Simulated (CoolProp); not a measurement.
Computed with CoolProp (reference Helmholtz-energy equation of state, de Reuck 1990).

Task: Give the vapour pressure (kPa), liquid density (kg/m³), liquid cp (kJ/(kg K)) of saturated fluorine at 115, 127.6 K.

Result: 
```json
[
 {"T (K)": "115", "p (kPa)": "1220", "liquid density (kg/m³)": "1260", "liquid cp (kJ/(kg K))": "1.75"},
 {"T (K)": "127.6", "p (kPa)": "2440", "liquid density (kg/m³)": "1120", "liquid cp (kJ/(kg K))": "2.15"}
]
```
